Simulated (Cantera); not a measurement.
Charge: 1 mol Al(CH3)3, 26 mol H2O, 250 mol N2, at 1523.15 K and 13.3 mbar.

Equilibrium computed with Cantera from the NASA thermochemical tables; the gas is ideal and each condensed phase is pure. Candidate condensed phases: Al, AlN, Al2O3, C, C6H6, C7H8, C8H18, H2O; 148 gas species. The feed counts by its element totals alone. Rates play no part.

Base state: N2 0.882, H2O 0.0714, H2 0.0362, CO 0.00610, CO2 0.00448, H 3.82e-5 (mole fractions); condensed: Al2O3(s).

**Question.** What changes in the equilibrium state with this change: temperature from 1523.15 K to 823.15 K?

**Answer.** 
```tsv
species	before	after
N2	0.882	0.882
H2O	0.0714	0.0668
H2	0.0362	0.0408
CO2	0.00448	0.00905
CO	0.00610	0.00153
H	3.82e-5	<1e-9
Al2O3(s), mol	0.500	0.500
```

**Question.** What changes in the equilibrium state with this change: H2O from 26 to 1.4 mol?

**Answer.** 
| species | before | after |
|---|---|---|
| N2 | 0.882 | 0.971 |
| H2 | 0.0362 | 0.0229 |
| CO | 0.00610 | 0.00545 |
| H2O | 0.0714 | 2.42e-9 |
| CO2 | 0.00448 | <1e-9 |
| HCN | <1e-9 | 0.000185 |
| H | 3.82e-5 | 3.03e-5 |
| Al2O3(s), mol | 0.500 | 0 |
| AlN(s), mol | 0 | 1.000 |
| C(graphite), mol | 0 | 1.55 |

**Question.** What changes in the equilibrium state with this change: H2O from 26 to 7.4 mol?

**Answer.** 
```tsv
species	before	after
N2	0.882	0.944
H2	0.0362	0.0350
CO	0.00610	0.0102
H2O	0.0714	0.00987
CO2	0.00448	0.00108
H	3.82e-5	3.75e-5
Al2O3(s), mol	0.500	0.500
```
